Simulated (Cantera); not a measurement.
Thermodynamics of calcination and drying, feed Mg(OH)2 + H2 + O2 + CH4

Feed: 1 mol Mg(OH)2, 2 mol H2, 1.5 mol O2, 0.037 mol CH4, held at 0.0290 bar.

Cantera equilibrium calculation (NASA polynomials, part measured and part estimated; ideal gas, pure solids and liquids). Candidate condensed phases: C, C6H6, C7H8, C8H18, H2O, Mg, MgCO3, MgO, Mg(OH)2; 116 gas species. Equilibrium is a limit: real reactors are often held back by kinetics, nucleation or transport.

From 1225 K to 2050 K the condensed part is MgO(s).

```
T (K)  log p H2O  log p O2  log p OH  log p CO2  log p H2  log p O  log p H  log p CO  n MgO(s)
-----  ---------  --------  --------  ---------  --------  -------  -------  --------  --------
1225       -1.60     -2.46     -6.12      -3.52     -8.04    -8.60   -10.53     -9.80      1.00
1300       -1.60     -2.46     -5.72      -3.52     -7.43    -7.98    -9.67     -9.10      1.00
1375       -1.60     -2.46     -5.37      -3.52     -6.88    -7.42    -8.91     -8.49      1.00
1450       -1.60     -2.46     -5.05      -3.52     -6.39    -6.93    -8.22     -7.94      1.00
1525       -1.60     -2.46     -4.76      -3.52     -5.95    -6.48    -7.60     -7.44     1.000
1600       -1.60     -2.46     -4.50      -3.52     -5.55    -6.07    -7.04     -6.99     1.000
1675       -1.60     -2.46     -4.26      -3.52     -5.18    -5.70    -6.53     -6.58     1.000
1750       -1.60     -2.46     -4.04      -3.52     -4.85    -5.36    -6.06     -6.21     1.000
1825       -1.60     -2.46     -3.84      -3.52     -4.54    -5.04    -5.63     -5.87     1.000
1900       -1.60     -2.46     -3.66      -3.52     -4.26    -4.76    -5.23     -5.55     1.000
1975       -1.61     -2.46     -3.49      -3.53     -4.00    -4.49    -4.86     -5.27     1.000
2050       -1.61     -2.47     -3.34      -3.54     -3.76    -4.24    -4.52     -5.01     1.000
```
log p: log10 of the partial pressure in bar; n: condensed amount in mol.
